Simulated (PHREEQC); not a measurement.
Consider water at 80 °C with 0.055 mol CuCl2 and 0.031 mol FeCl3 per kg of water. Closed to the air; pH follows from the charge balance.

Model: ion-association model, wateq4f.dat, run in PHREEQC.

No solid was allowed to form.

**Question.** What pH, ionic strength does the model give?

**Answer.** pH 1.92; ionic strength 0.230 mol/kgw.

**Question.** In which forms is Cu present?

**Answer.** CuCl+ 51 %, Cu+2 45 %, CuCl2 3.1 % of the Cu.

The solution is supersaturated, for example in Hematite (slow to form), Goethite (slow to form), so a real one may precipitate; this is no full list. Away from 25 °C the constants follow the database's enthalpies or fits; those with neither stay at their 25 °C values.
